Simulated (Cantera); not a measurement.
# Equilibrium for halide evaporation, hydrolysis and transport: MgF₂ + H₂O + H₂

Charge: 1 mol MgF₂, 20 mol H₂O, 9.5 mol H₂, at 998.15 K and 300 Pa.

Cantera equilibrium calculation (NASA polynomials, part measured and part estimated; ideal gas, pure solids and liquids). Candidate condensed phases: H₂O, Mg, MgF₂, MgO, Mg(OH)₂; 31 gas species. Kinetics and transport are ignored.

```json
{
 "x(H₂O)": "0.634",
 "x(H₂)": "0.314",
 "x(HF)": "0.0528",
 "n(MgF₂(s))": "0.200 mol",
 "n(MgO(s))": "0.800 mol",
 "gas_amount": "30.30 mol",
 "log10 activity of Mg(l) (absent)": "-16.04"
}
```
